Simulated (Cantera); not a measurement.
**Nitride etching: BN + HCl**

A closed system holds: 1 mol BN, a varied amount of HCl, held at 1.00 bar.

Equilibrium computed with Cantera from the NASA thermochemical tables; the gas is ideal and each condensed phase is pure. Candidate condensed phases: B, BN, NH4Cl; 21 gas species. The tables' values for BCl2 are old estimates. Equilibrium is a limit: real reactors are often held back by kinetics, nucleation or transport.

Stable condensed phases:

```
T in K \ n(HCl) in mol
         9.7  17  24  32  39  46  53  61  68
   2100    A   A   A   A   A   A   A   A   A
   2000    B   A   A   A   A   A   A   A   A
   1900    B   A   A   A   A   A   A   A   A
   1800    B   A   A   A   A   A   A   A   A
   1700    B   A   A   A   A   A   A   A   A
   1600    B   A   A   A   A   A   A   A   A
   1500    B   B   A   A   A   A   A   A   A
   1400    B   B   B   A   A   A   A   A   A
   1300    B   B   B   B   A   A   A   A   A
```

A: gas only; B: BN.
